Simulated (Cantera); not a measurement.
Input: 1 mol CF4, 0.37 mol Si, 2.5 mol F2, at 2525 K and 44.0 Pa.

Method: chemical equilibrium by Gibbs-energy minimisation in Cantera with the NASA 1993 tables (ideal gas, pure condensed phases). Candidate condensed phases: C, Si, SiC; 23 gas species. The tables' values for SiF3, SiF2 are old estimates; treat these amounts as uncertain. Kinetics and transport are ignored.

Base state: F 0.885, SiF4 0.0414, CF2 0.0330, CF 0.0312, SiF3 0.00646, C3 0.00166, C 0.000532, SiF2 0.000197 (mole fractions); condensed: C(graphite).

**Question.** What changes in the equilibrium state with this change: pressure from 44.0 Pa to 3.40 mbar?

**Answer.** 
| species | before | after |
|---|---|---|
| F | 0.885 | 0.804 |
| CF2 | 0.0330 | 0.124 |
| SiF4 | 0.0414 | 0.0517 |
| CF | 0.0312 | 0.0167 |
| CF4 | 4.14e-6 | 0.000769 |
| SiF2 | 0.000197 | 4.99e-6 |
| C3 | 0.00166 | 4.43e-5 |
| C(graphite), mol | 0.460 | 0 |
The tables' values for SiF3 are old estimates; treat these amounts as uncertain.

**Question.** What changes in the equilibrium state with this change: temperature from 2525 K to 875 K?

**Answer.** 
| species | before | after |
|---|---|---|
| F | 0.885 | 0.486 |
| CF4 | 4.14e-6 | 0.242 |
| F2 | 1.93e-7 | 0.182 |
| CF2 | 0.0330 | <1e-9 |
| CF | 0.0312 | <1e-9 |
| SiF4 | 0.0414 | 0.0895 |
| SiF3 | 0.00646 | <1e-9 |
| C3 | 0.00166 | <1e-9 |
| C | 0.000532 | <1e-9 |
| SiF2 | 0.000197 | <1e-9 |
| C2 | 0.000154 | <1e-9 |
| C(graphite), mol | 0.460 | 0 |
Condensed phases not in the tables: fluorocarbon polymer. Gases not in the tables: C2F6 and larger saturated fluorocarbons.
